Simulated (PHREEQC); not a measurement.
# Silver or lead bath: an equilibrium model

A solution holds 2.8 mmol/kgw AgF, 0.096 mmol/kgw KNO3, 0.031 mmol/kgw Cu(NO3)2 and 0.059 mmol/kgw CO2, at 25 °C. Closed to the air; pH follows from the charge balance.

Computed with PHREEQC (ion-association model, wateq4f.dat).

The pH comes out as 5.66. The ionic strength is 0.00297 mol/kgw.

| species | molality | activity | log γ |
|---|---|---|---|
| Ag+ | 0.00278 | 0.00262 | -0.026 |
| F- | 0.00277 | 0.00261 | -0.026 |
| NO3- | 0.000158 | 0.000149 | -0.026 |
| K+ | 9.60e-5 | 9.04e-5 | -0.026 |
| CO2 | 4.84e-5 | 4.84e-5 | 0.000 |
| Cu+2 | 2.94e-5 | 2.34e-5 | -0.100 |
| AgF | 1.57e-5 | 1.57e-5 | 0.000 |
| HCO3- | 1.04e-5 | 9.85e-6 | -0.025 |
| HF | 8.56e-6 | 8.56e-6 | 0.000 |
| H+ | 2.31e-6 | 2.19e-6 | -0.024 |
| CuF+ | 1.18e-6 | 1.11e-6 | -0.026 |
| AgNO3 | 2.00e-7 | 2.00e-7 | 0.000 |
| CuHCO3+ | 1.22e-7 | 1.15e-7 | -0.026 |
| CuOH+ | 1.14e-7 | 1.07e-7 | -0.026 |
| Cu(OH)2 | 1.02e-7 | 1.02e-7 | 0.000 |

This is a speciation only: nothing precipitates in the calculation. Species that the database lacks are ignored.
